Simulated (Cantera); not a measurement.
Input (Python, Cantera):

```python
import numpy as np
import cantera as ct

gas = ct.Solution("h2o2.yaml")
gas.TPX = 1425, 2666, {'H2': 0.11, 'O2': 1}
reactor = ct.IdealGasConstPressureReactor(gas, energy="off", clone=False)
net = ct.ReactorNet([reactor])
net.rtol, net.atol = 1e-08, 1e-18
show = ['H2', 'O2', 'H2O', 'H', 'HO2']
times = np.geomspace(0.0001, 20, 13)

steps = ct.SolutionArray(gas, extra=["t"])
rows = []
print(f"{'t/s':>10s}{'T/K':>9s}{'P/Pa':>11s}" + "".join(f"{s:>11s}" for s in show))
for t in times:
    while net.time < t:
        t_next = net.step()
        steps.append(gas.state, t=t_next)
    rows.append([np.interp(t, steps.t, y) for y in (steps.T, steps.P, *steps(*show).X.T)])
    print(f"{t:10.3e}{rows[-1][0]:9.1f}{rows[-1][1]:11.4g}" + "".join(f"{x:11.3e}" for x in rows[-1][2:]))
rate = np.gradient(steps.T, steps.t)
print("integrator steps:", len(steps.t))
if steps.T.max() > steps.T[0] + 200:
    print(f"time of steepest temperature rise: {steps.t[rate.argmax()]:.4e} s")
gas.TPX = 1425, 2666, {'H2': 0.11, 'O2': 1}
gas.equilibrate("TP")
print(f"equilibrium (TP): T = {gas.T:.1f} K  " + "  ".join(f"{s} {gas[s].X[0]:.3e}" for s in show))
```

Output:

```
       t/s      T/K       P/Pa         H2         O2        H2O          H        HO2
 1.000e-04   1425.0       2666  9.909e-02  9.009e-01  6.275e-06  2.868e-06  5.907e-07
 2.765e-04   1425.0       2666  8.847e-02  8.933e-01  7.400e-03  3.030e-03  3.768e-06
 7.647e-04   1425.0       2666  2.905e-03  8.262e-01  8.217e-02  1.744e-02  6.305e-06
 2.115e-03   1425.0       2666  2.613e-03  8.341e-01  8.474e-02  1.461e-02  6.231e-06
 5.848e-03   1425.0       2666  1.972e-03  8.509e-01  9.005e-02  9.106e-03  5.915e-06
 1.617e-02   1425.0       2666  9.578e-04  8.745e-01  9.722e-02  2.892e-03  4.700e-06
 4.472e-02   1425.0       2666  2.416e-04  8.899e-01  1.018e-01  3.532e-04  2.334e-06
 1.237e-01   1425.0       2666  4.172e-05  8.944e-01  1.034e-01  2.509e-05  6.792e-07
 3.420e-01   1425.0       2666  7.527e-06  8.953e-01  1.039e-01  1.924e-06  1.884e-07
 9.457e-01   1425.0       2666  1.699e-06  8.956e-01  1.041e-01  2.070e-07  1.066e-07
 2.615e+00   1425.0       2666  5.869e-07  8.956e-01  1.042e-01  4.223e-08  1.241e-07
 7.232e+00   1425.0       2666  4.485e-07  8.957e-01  1.042e-01  2.827e-08  1.351e-07
 2.000e+01   1425.0       2666  4.469e-07  8.957e-01  1.042e-01  2.812e-08  1.353e-07
integrator steps: 1875
equilibrium (TP): T = 1425.0 K  H2 4.469e-07  O2 8.957e-01  H2O 1.042e-01  H 2.812e-08  HO2 1.353e-07
```

Detailed kinetics in Cantera: the H2/O2 subset of GRI-Mech 3.0, which has no nitrogen chemistry. Radical loss at walls, strong at low pressure, is not modelled. The temperature is held fixed by assumption; the heat of reaction is taken as removed at once.
